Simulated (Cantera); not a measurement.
Cantera run, input and output.

```python
import numpy as np
import cantera as ct

gas = ct.Solution("gri30.yaml")
gas.TPX = 448, 13332, {'CH4': 1, 'C2H6': 0.91, 'C3H8': 0.91, 'O2': 9.73, 'N2': 36.6}
flame = ct.FreeFlame(gas, width=0.16)
flame.set_refine_criteria(ratio=3, slope=0.08, curve=0.16)
flame.transport_model = "mixture-averaged"
flame.solve(loglevel=0, auto=True)
z, T = flame.grid, flame.T
thick = (T[-1] - T[0]) / np.gradient(T, z).max()
show = ['CH4', 'C2H6', 'C3H8', 'C2H2', 'NO2', 'O']
print(f"laminar burning velocity  {flame.velocity[0] * 100:.3f} cm/s")
print(f"burnt temperature         {T[-1]:.1f} K")
print(f"thermal thickness         {thick * 1e3:.4f} mm")
print(f"grid points               {len(z)}")
z0 = z[flame.heat_release_rate.argmax()]
print(f"{'z/mm':>9s}{'T/K':>9s}{'u/(m/s)':>9s}" + "".join(f"{s:>11s}" for s in show))
rows = []
for k in (-3, -2, -1.5, -1, -0.5, -0.25, 0, 0.25, 0.5, 1, 2, 4, 8):
    zz = z0 + k * thick
    rows.append([k * thick, np.interp(zz, z, T), np.interp(zz, z, flame.velocity),
                 *(np.interp(zz, z, flame.X[gas.species_index(s)]) for s in show)])
    print(f"{rows[-1][0] * 1e3:9.3f}{rows[-1][1]:9.1f}{rows[-1][2]:9.3f}" + "".join(f"{x:11.3e}" for x in rows[-1][3:]))
```

Result:

```
laminar burning velocity  113.905 cm/s
burnt temperature         2265.3 K
thermal thickness         1.9347 mm
grid points               159
     z/mm      T/K  u/(m/s)        CH4       C2H6       C3H8       C2H2        NO2          O
   -5.804    448.0    1.140  2.033e-02  1.850e-02  1.850e-02  1.708e-09  3.742e-12  4.545e-13
   -3.869    448.6    1.143  2.029e-02  1.847e-02  1.848e-02  5.932e-08  1.229e-10  7.784e-11
   -2.902    451.9    1.154  2.020e-02  1.842e-02  1.843e-02  5.655e-07  1.048e-09  1.565e-09
   -1.935    485.9    1.250  1.976e-02  1.819e-02  1.825e-02  8.869e-06  8.445e-09  4.764e-08
   -0.967    830.2    2.189  1.638e-02  1.510e-02  1.435e-02  1.939e-04  9.920e-09  4.012e-06
   -0.484   1247.0    3.376  1.113e-02  7.418e-03  5.475e-03  6.164e-04  7.607e-09  9.347e-05
    0.000   1641.3    4.533  3.962e-03  6.292e-04  2.281e-04  1.024e-03  3.371e-09  1.109e-03
    0.484   1804.7    5.003  5.329e-04  4.836e-06  4.319e-07  2.561e-04  5.260e-10  4.110e-03
    0.967   1839.9    5.091  3.786e-05  8.435e-09  1.274e-10  1.451e-05  2.681e-10  6.307e-03
    1.935   1862.7    5.128  1.499e-07  6.579e-14  7.421e-17  2.115e-08  2.841e-10  7.292e-03
    3.869   1886.9    5.172  2.756e-11  1.344e-19  1.010e-23  1.281e-12  3.127e-10  7.236e-03
    7.739   1917.8    5.243  1.958e-15  1.817e-24  3.529e-30  4.205e-17  3.967e-10  6.743e-03
   15.478   1964.0    5.351  1.348e-17 -4.622e-30  5.820e-38  3.093e-22  6.020e-10  5.893e-03
```

Model: GRI-Mech 3.0 (53 species, 325 reactions), integrated in Cantera. GRI-Mech 3.0 was tuned for natural gas; its chemistry of propane as a main component is partial and can be far from experiment. Burning velocities carry a grid error of a few per cent, more on coarse grids.
